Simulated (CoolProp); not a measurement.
Carbonyl sulfide along the isotherm 572.4 K: Z from the reference equation and from simpler models built on Tc = 378.8 K, pc = 6.369 MPa, ω = 0.098; each cubic takes its own stable root.

Model: reference Helmholtz-energy equation of state, Lemmon 2006, in CoolProp. It is a short technical equation, of lower accuracy than the large ones.

```json
[
 {"p (MPa)": "1.06", "phase": "gas", "reference": "0.9858"},
 {"p (MPa)": "2.12", "phase": "gas", "reference": "0.9718"},
 {"p (MPa)": "3.18", "phase": "gas", "reference": "0.9580"},
 {"p (MPa)": "4.25", "phase": "gas", "reference": "0.9443"},
 {"p (MPa)": "5.31", "phase": "gas", "reference": "0.9309"},
 {"p (MPa)": "6.37", "phase": "supercritical", "reference": "0.9179"},
 {"p (MPa)": "7.43", "phase": "supercritical", "reference": "0.9053"},
 {"p (MPa)": "8.49", "phase": "supercritical", "reference": "0.8930"},
 {"p (MPa)": "9.55", "phase": "supercritical", "reference": "0.8813"}
]
```

Task: How far does each simpler model (Redlich-Kwong, Soave-Redlich-Kwong) lie from the reference over these 9 states: mean and median of the absolute difference, and the worst?

Result: 
- Redlich-Kwong: mean 0.7 %, median 0.8 %, worst -1.2 % at 572.4 K and 9.55 MPa
- Soave-Redlich-Kwong: mean 0.8 %, median 0.8 %, worst +1.8 % at 572.4 K and 9.55 MPa
